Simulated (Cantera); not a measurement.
Feed: 1 mol C6H6, 3.3 mol H2O, 0.93 mol N2, 91 mol H2, equilibrated at 100 Torr.

Method: chemical equilibrium by Gibbs-energy minimisation in Cantera with the NASA 1993 tables (ideal gas, pure condensed phases). Candidate condensed phases: C, C6H6, C7H8, C8H18, H2O; 169 gas species. Ions and electrons are included (thermal ionisation). Kinetics and transport are ignored. All values below are at 3227 °C.

Base state: H 0.750, H2 0.215, CO 0.0201, N2 0.00389, C 0.00360, HCN 0.00195, C2H 0.00132, C2H2 (acetylene) 0.00121 (mole fractions); condensed: gas only.

Question: What changes in the equilibrium state with this change: H2 from 91 to 0.54 mol?

Answer: 
```json
[
 {"species": "H", "before": "0.750", "after": "0.553"},
 {"species": "CO", "before": "0.0201", "after": "0.200"},
 {"species": "H2", "before": "0.215", "after": "0.117"},
 {"species": "C3", "before": "0.000927", "after": "0.0260"},
 {"species": "N2", "before": "0.00389", "after": "0.0418"},
 {"species": "CN", "before": "0.00105", "after": "0.0105"},
 {"species": "HCN", "before": "0.00195", "after": "0.0143"},
 {"species": "C", "before": "0.00360", "after": "0.0109"},
 {"species": "C5", "before": "1.62e-6", "after": "0.000419"},
 {"species": "C2N2", "before": "5.68e-7", "after": "5.63e-5"},
 {"species": "C4", "before": "1.74e-6", "after": "0.000148"},
 {"species": "C4H2", "before": "2.82e-6", "after": "0.000131"}
]
```
